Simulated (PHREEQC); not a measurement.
Synthetic water in mmol/kgw, 65 °C, pH 6.42, pe 2.6:

```csv
constituent,mmol/kgw
Na,0.878
K,0.358
Ca,0.628
Mg,0.598
Cl,2.29
S(6),0.134
Alkalinity (meq/kgw),1.06
Li,0.0834
```

Cl is adjusted to close the charge balance.
Valence states are taken as typed.

All values are PHREEQC results (ion-association model, wateq4f.dat), not measurements.

No solid was allowed to form.

Task: Order these S species by the share of S that they hold, largest first: CaSO4, SO4-2, KSO4-, MgSO4, NaSO4-.

Result: SO4-2 (79 %), MgSO4 (14 %), CaSO4 (7.0 %), NaSO4- (0.31 %), KSO4- (0.26 %)

The pH is 6.42 and the ionic strength 0.00499 mol/kgw. Constants without temperature data keep their 25 °C values here.
